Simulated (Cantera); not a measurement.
Feed: 1 mol Pb, 32 mol N2, held at 1.00 bar.

Equilibrium computed with Cantera from the NASA thermochemical tables; the gas is ideal and each condensed phase is pure. Candidate condensed phases: Pb; 4 gas species. Kinetics and transport are ignored.

Which condensed phases are stable at each of these points (T (°C)): 350, 450, 550, 650, 750, 850, 950, 1050, 1150, 1250?


| T (°C) | condensed phases | Pb condensed (%) |
|---|---|---|
| 350 | Pb(l) | 100.0 |
| 450 | Pb(l) | 100.0 |
| 550 | Pb(l) | 100.0 |
| 650 | Pb(l) | 100.0 |
| 750 | Pb(l) | 99.9 |
| 850 | Pb(l) | 99.4 |
| 950 | Pb(l) | 97.1 |
| 1050 | Pb(l) | 88.7 |
| 1150 | Pb(l) | 63.7 |
| 1250 | gas only | 0.0 |

From 350 °C to 1150 °C the condensed part is Pb(l). At 1250 °C nothing is condensed.
